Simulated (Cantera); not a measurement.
Input (Python, Cantera) and output of one run.

```python
import numpy as np
import cantera as ct

gas_names = """
    CL CL2 H HCL H2 N NH NH2 NH3 N2 N2H2 N2H4 Si SiCL SiCL2 SiCL3 SiCL4 SiH SiHCL3 SiH2 SiH2CL2 SiH3
    SiH3CL SiH4 SiN Si2 Si2N Si3
""".split()
cond_names = """
    NH4CL(a) NH4CL(b) Si(cr) Si(L) Si3N4(a)
""".split()


# ... load() reads the species with a 1 bar reference pressure and builds the phases ...
atoms = {
    'SiH2Cl2': {'Si': 1, 'H': 2, 'CL': 2},
    'Cl2': {'CL': 2},
    'N2': {'N': 2},
}
top_T = {'Si3N4(a)': 2400}  # K; cautious upper limits of use, not melting points


# ... equilibrate(T, P, feed) seeds the gas with the atoms and calls Mixture.equilibrate('TP', solver="vcs", rtol=1e-11, max_steps=5000) ...
results = []
feed = {'SiH2Cl2': 1, 'Cl2': 0.0053, 'N2': 24}  # mol
P = 8900  # Pa
for T in [1000, 1050, 1100, 1150, 1200, 1250, 1300, 1350, 1400, 1450, 1500, 1550, 1600, 1650]:
    mix = equilibrate(T, P, feed)
    results.append((T, P, feed, dict(zip(mix.species_names, mix.species_moles))))
    x = sorted(zip(gas.X, gas.species_names), reverse=True)
    print(f"T = {T:g} K  P = {P:g} Pa  gas = {mix.phase_moles(0):.4g} mol")
    print("   x: " + "  ".join(f"{s} {v:.3e}" for v, s in x if v > 0.001))
    print("   condensed (mol): " + ("  ".join(f"{mix.phase(i).name} {mix.phase_moles(i):.4g}"
          for i in range(1, mix.n_phases) if mix.phase_moles(i) > 1e-12) or "none"))
```

Output:

```
T = 1000 K  P = 8900 Pa  gas = 25.28 mol
   x: N2 9.273e-01  HCL 5.306e-02  H2 1.302e-02  SiCL4 6.603e-03
   condensed (mol): Si3N4(a) 0.2775
T = 1050 K  P = 8900 Pa  gas = 25.29 mol
   x: N2 9.271e-01  HCL 5.403e-02  H2 1.252e-02  SiCL4 6.348e-03
   condensed (mol): Si3N4(a) 0.2796
T = 1100 K  P = 8900 Pa  gas = 25.29 mol
   x: N2 9.269e-01  HCL 5.489e-02  H2 1.209e-02  SiCL4 6.115e-03
   condensed (mol): Si3N4(a) 0.2813
T = 1150 K  P = 8900 Pa  gas = 25.29 mol
   x: N2 9.267e-01  HCL 5.562e-02  H2 1.172e-02  SiCL4 5.892e-03
   condensed (mol): Si3N4(a) 0.2828
T = 1200 K  P = 8900 Pa  gas = 25.29 mol
   x: N2 9.265e-01  HCL 5.625e-02  H2 1.140e-02  SiCL4 5.663e-03
   condensed (mol): Si3N4(a) 0.2838
T = 1250 K  P = 8900 Pa  gas = 25.3 mol
   x: N2 9.263e-01  HCL 5.675e-02  H2 1.114e-02  SiCL4 5.404e-03
   condensed (mol): Si3N4(a) 0.2844
T = 1300 K  P = 8900 Pa  gas = 25.3 mol
   x: N2 9.261e-01  HCL 5.708e-02  H2 1.096e-02  SiCL4 5.077e-03
   condensed (mol): Si3N4(a) 0.2839
T = 1350 K  P = 8900 Pa  gas = 25.31 mol
   x: N2 9.258e-01  HCL 5.714e-02  H2 1.091e-02  SiCL4 4.625e-03
   condensed (mol): Si3N4(a) 0.2818
T = 1400 K  P = 8900 Pa  gas = 25.33 mol
   x: N2 9.255e-01  HCL 5.681e-02  H2 1.104e-02  SiCL4 3.988e-03  SiCL2 1.460e-03  SiCL3 1.171e-03
   condensed (mol): Si3N4(a) 0.277
T = 1450 K  P = 8900 Pa  gas = 25.37 mol
   x: N2 9.249e-01  HCL 5.584e-02  H2 1.147e-02  SiCL4 3.144e-03  SiCL2 2.943e-03  SiCL3 1.591e-03
   condensed (mol): Si3N4(a) 0.2679
T = 1500 K  P = 8900 Pa  gas = 25.42 mol
   x: N2 9.243e-01  HCL 5.398e-02  H2 1.232e-02  SiCL2 5.259e-03  SiCL4 2.181e-03  SiCL3 1.900e-03
   condensed (mol): Si3N4(a) 0.2538
T = 1550 K  P = 8900 Pa  gas = 25.48 mol
   x: N2 9.236e-01  HCL 5.106e-02  H2 1.369e-02  SiCL2 8.288e-03  SiCL3 1.969e-03  SiCL4 1.303e-03
   condensed (mol): Si3N4(a) 0.2348
T = 1600 K  P = 8900 Pa  gas = 25.54 mol
   x: N2 9.231e-01  HCL 4.715e-02  H2 1.555e-02  SiCL2 1.166e-02  SiCL3 1.795e-03
   condensed (mol): Si3N4(a) 0.2127
T = 1650 K  P = 8900 Pa  gas = 25.6 mol
   x: N2 9.227e-01  HCL 4.259e-02  H2 1.774e-02  SiCL2 1.502e-02  SiCL3 1.489e-03
   condensed (mol): Si3N4(a) 0.1895
```

Cantera equilibrium calculation (NASA polynomials, part measured and part estimated; ideal gas, pure solids and liquids). N2 is the only nitrogen source here; it is nearly inert below about 1500 K, so the nitride shown seldom forms there in practice. The tables' values for SiCl3 are old estimates; treat these amounts as uncertain.
